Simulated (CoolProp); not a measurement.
Properties of n-nonane along the isobar 3.02 MPa.

The numbers come from the reference Helmholtz-energy equation of state, Lemmon 2006 in CoolProp. It is a short technical equation, of lower accuracy than the large ones.

```tsv
T (K)	phase	density (kg/m³)	isothermal compressibility (1/MPa)
358.6	liquid	669.2	0.001793
382.7	liquid	649.7	0.002178
406.9	liquid	629.5	0.002684
431	liquid	608.6	0.003368
455.2	liquid	586.5	0.004335
479.3	liquid	562.9	0.005762
503.4	liquid	537.2	0.008026
527.6	liquid	508.1	0.01202
551.7	liquid	474.1	0.02021
575.9	liquid	430.2	0.04290
600	supercritical	359.7	0.1733
```
